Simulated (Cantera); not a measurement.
Feed: 1 mol PbO, 7.7 mol N2, equilibrated at 1.20 bar.

These are equilibrium values from Cantera (NASA tables, ideal gas, pure condensed phases), not measurements of a reactor. Candidate condensed phases: Pb, PbO, PbO2, Pb3O4; 12 gas species. Gases not in the tables: (PbO)n polymers. Equilibrium is a limit: real reactors are often held back by kinetics, nucleation or transport.

x: gas mole fraction; n: condensed amount in mol.

```csv
T (K),x N2,x PbO,x Pb,x O2,x NO,x O,n PbO(yellow),n PbO(l)
950,1.00,4.40e-8,9.61e-9,3.53e-9,2.56e-9,<1e-12,1.00,0
1050,1.000,1.23e-6,2.34e-7,9.70e-8,4.04e-8,<1e-12,1.000,0
1150,1.000,?,?,?,?,?,1.000,0
1250,1.000,0.000152,2.63e-5,1.19e-5,2.40e-6,2.18e-10,0,0.999
1350,0.999,?,?,?,?,?,0,0.992
1450,0.995,0.00380,0.000678,0.000318,4.16e-5,3.27e-8,0,0.965
1550,0.983,0.0136,0.00248,0.00118,0.000130,2.45e-7,0,0.874
```

Problem. Complete the blanks.

Solution. 
- 1150, x PbO: 1.90e-5
- 1150, x Pb: 3.28e-6
- 1150, x O2: 1.44e-6
- 1150, x NO: 3.88e-7
- 1150, x O: 9.12e-12
- 1350, x PbO: 0.000865
- 1350, x Pb: 0.000151
- 1350, x O2: 7.01e-5
- 1350, x NO: 1.11e-5
- 1350, x O: 3.22e-9
